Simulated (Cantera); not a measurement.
Input (Python, Cantera) and output of one run.

```python
import numpy as np
import cantera as ct

gas_names = """
    H HNO HNO2 HNO3 HO2 H2 H2O H2O2 N NH NH2 NH3 NH2OH NO NO2 NO3 N2 N2H2 N2H4 N2O O OH O2 O3 Si SiH
    SiH2 SiH3 SiH4 SiN SiO SiO2 Si2 Si2N Si3
""".split()
cond_names = """
    H2O(s) H2O(L) Si(cr) Si(L) SiO2(Lqz) SiO2(hqz) SiO2(L) Si2N2O(s) Si3N4(a)
""".split()


# ... load() reads the species with a 1 bar reference pressure and builds the phases ...
atoms = {
    'Si3N4': {'Si': 3, 'N': 4},
    'O2': {'O': 2},
    'H2': {'H': 2},
}
top_T = {'Si2N2O(s)': 2100, 'Si3N4(a)': 2400}  # K; cautious upper limits of use, not melting points


# ... equilibrate(T, P, feed) seeds the gas with the atoms and calls Mixture.equilibrate('TP', solver="vcs", rtol=1e-11, max_steps=5000) ...
results = []
feed = {'Si3N4': 1, 'O2': 0.61, 'H2': 380}  # mol
P = 860  # Pa
for T in [1498, 1573, 1648, 1723, 1798, 1873, 1948, 2023]:
    mix = equilibrate(T, P, feed)
    results.append((T, P, feed, dict(zip(mix.species_names, mix.species_moles))))
    x = sorted(zip(gas.X, gas.species_names), reverse=True)
    print(f"T = {T:g} K  P = {P:g} Pa  gas = {mix.phase_moles(0):.4g} mol")
    print("   x: " + "  ".join(f"{s} {v:.3e}" for v, s in x if v > 0.0001))
    print("   condensed (mol): " + ("  ".join(f"{mix.phase(i).name} {mix.phase_moles(i):.4g}"
          for i in range(1, mix.n_phases) if mix.phase_moles(i) > 1e-12) or "none"))
```

Output:

```
T = 1498 K  P = 860 Pa  gas = 381 mol
   x: H2 9.973e-01  N2 2.271e-03  SiO 2.237e-04  H 1.851e-04
   condensed (mol): Si(cr) 0.6441  Si2N2O(s) 1.135
T = 1573 K  P = 860 Pa  gas = 382.8 mol
   x: H2 9.924e-01  N2 4.603e-03  SiO 2.566e-03  H 4.368e-04
   condensed (mol): Si(cr) 1.538  Si2N2O(s) 0.2377
T = 1648 K  P = 860 Pa  gas = 383.4 mol
   x: H2 9.906e-01  N2 5.216e-03  SiO 3.182e-03  H 9.557e-04
   condensed (mol): Si(cr) 1.763
T = 1723 K  P = 860 Pa  gas = 383.6 mol
   x: H2 9.895e-01  N2 5.213e-03  SiO 3.180e-03  H 1.956e-03  Si 1.143e-04
   condensed (mol): Si(L) 1.723
T = 1798 K  P = 860 Pa  gas = 384.1 mol
   x: H2 9.874e-01  N2 5.206e-03  H 3.773e-03  SiO 3.176e-03  Si 3.587e-04
   condensed (mol): Si(L) 1.613
T = 1873 K  P = 860 Pa  gas = 385 mol
   x: H2 9.836e-01  H 6.902e-03  N2 5.192e-03  SiO 3.169e-03  Si 1.025e-03
   condensed (mol): Si(L) 1.321
T = 1948 K  P = 860 Pa  gas = 386.6 mol
   x: H2 9.766e-01  H 1.204e-02  N2 5.166e-03  SiO 3.155e-03  Si 2.701e-03  SiH 1.903e-04
   condensed (mol): Si(L) 0.5994
T = 2023 K  P = 860 Pa  gas = 388.8 mol
   x: H2 9.671e-01  H 2.014e-02  N2 5.138e-03  Si 4.172e-03  SiO 3.138e-03  SiH 2.447e-04
   condensed (mol): none
```

Cantera equilibrium calculation (NASA polynomials, part measured and part estimated; ideal gas, pure solids and liquids). Mutual solubility and eutectic melting of coexisting phases are not modelled. Gases not in the tables: Si2H6 and higher silanes.
